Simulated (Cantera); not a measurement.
Low-pressure radical oxidation in H2/O2

A perfectly stirred reactor is fed with 0.951 % H₂, 99.0 % O₂, equivalence ratio 0.0048, at 2.78 Torr; it is held at 1225 K, and followed from long to short residence time.

Cantera simulation using GRI-Mech 3.0 (53 species, 325 reactions); the numbers are that mechanism's predictions, not measurements. Radical loss at walls, strong at low pressure, is not modelled.

```json
[
 {"τ (s)": "1.5", "x H₂": "6.04e-5", "x O₂": "0.984", "x O": "0.00563", "x OH": "0.000710", "x H": "0.000225"},
 {"τ (s)": "0.85", "x H₂": "8.37e-5", "x O₂": "0.984", "x O": "0.00642", "x OH": "0.000775", "x H": "0.000280"},
 {"τ (s)": "0.47", "x H₂": "0.000122", "x O₂": "0.983", "x O": "0.00702", "x OH": "0.000841", "x H": "0.000334"},
 {"τ (s)": "0.26", "x H₂": "0.000185", "x O₂": "0.982", "x O": "0.00737", "x OH": "0.000917", "x H": "0.000384"},
 {"τ (s)": "0.14", "x H₂": "0.000300", "x O₂": "0.982", "x O": "0.00749", "x OH": "0.00102", "x H": "0.000436"},
 {"τ (s)": "0.080", "x H₂": "0.000474", "x O₂": "0.982", "x O": "0.00739", "x OH": "0.00113", "x H": "0.000485"},
 {"τ (s)": "0.044", "x H₂": "0.000782", "x O₂": "0.983", "x O": "0.00706", "x OH": "0.00129", "x H": "0.000536"},
 {"τ (s)": "0.025", "x H₂": "0.00126", "x O₂": "0.983", "x O": "0.00654", "x OH": "0.00144", "x H": "0.000572"},
 {"τ (s)": "0.014", "x H₂": "0.00204", "x O₂": "0.984", "x O": "0.00574", "x OH": "0.00159", "x H": "0.000578"},
 {"τ (s)": "0.0076", "x H₂": "0.00334", "x O₂": "0.985", "x O": "0.00455", "x OH": "0.00163", "x H": "0.000516"}
]
```
x: mole fraction; the columns are a selection and need not sum to one.
